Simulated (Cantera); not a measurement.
A perfectly stirred reactor is fed with 3.12 % C2H6, 96.9 % N2, at 17.0 Pa; it is held at 1250 K, and followed from long to short residence time.

Model: GRI-Mech 3.0 (53 species, 325 reactions), integrated in Cantera. GRI-Mech 3.0 stops at C3 and has no aromatics, soot or wall deposition, so with more carbon than oxygen in the feed, carbon stays in small species such as C2H2 where larger ones or solid carbon would form. Radical loss at walls, strong at low pressure, is not modelled.

### Question
Predict: x(C2H6) at τ = 8.60 s; x(C2H) at τ = 8.60 s; x(CH2) at τ = 8.60 s; x(H2) at τ = 8.60 s; x(C2H4) at τ = 8.60 s; x(C2H6) at τ = 20.0 ms; x(H2) at τ = 20.0 ms; x(C2H4) at τ = 20.0 ms.

### Answer
```json
{
 "x(C2H6) at τ = 8.60 s": "0.00814",
 "x(C2H) at τ = 8.60 s": "3.24e-9",
 "x(CH2) at τ = 8.60 s": "3.60e-7",
 "x(H2) at τ = 8.60 s": "0.0187",
 "x(C2H4) at τ = 8.60 s": "0.0125",
 "x(C2H6) at τ = 20.0 ms": "0.0312",
 "x(H2) at τ = 20.0 ms": "2.92e-7",
 "x(C2H4) at τ = 20.0 ms": "3.57e-7"
}
```
